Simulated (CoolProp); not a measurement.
A simple Rankine cycle with cyclopropane: condensing at 325.15 K, boiler at 4.73 MPa, turbine inlet 390.4 K, turbine efficiency 0.8, pump efficiency 0.7, no recuperator. Each further row changes one setting.

The numbers come from the reference Helmholtz-energy equation of state, Polt 1992 in CoolProp. This equation is an older, rougher fit; its heat capacities, sound speeds and derivatives of the liquid may be far off and weren't checked against measurements.

| case | thermal efficiency (%) | net work (kJ/kg) | heat in (kJ/kg) | turbine exit temperature (K) | volume ratio over the turbine |
|---|---|---|---|---|---|
| as stated | … | 34.8 | 369 | 325.1 | … |
| turbine inlet 410.4 K | 10.3 | … | 444 | … | 3.61 |
| condensing temperature 317.15 K | 10.7 | 41.3 | … | 317.2 | 4.84 |
| boiler pressure 3.31 MPa | 7.9 | … | 435 | 347.3 | 2.41 |
| turbine efficiency 0.7 | … | … | 369 | 325.1 | 4.08 |

Task: What belongs in the gaps?

Result: 
- as stated, thermal efficiency (%): 9.4
- as stated, volume ratio over the turbine: 4.02
- turbine inlet 410.4 K, net work (kJ/kg): 45.6
- turbine inlet 410.4 K, turbine exit temperature (K): 345.9
- condensing temperature 317.15 K, heat in (kJ/kg): 388
- boiler pressure 3.31 MPa, net work (kJ/kg): 34.2
- turbine efficiency 0.7, thermal efficiency (%): 8.0
- turbine efficiency 0.7, net work (kJ/kg): 29.5

The expansion ends wet for: as stated; condensing temperature 317.15 K; turbine efficiency 0.7.
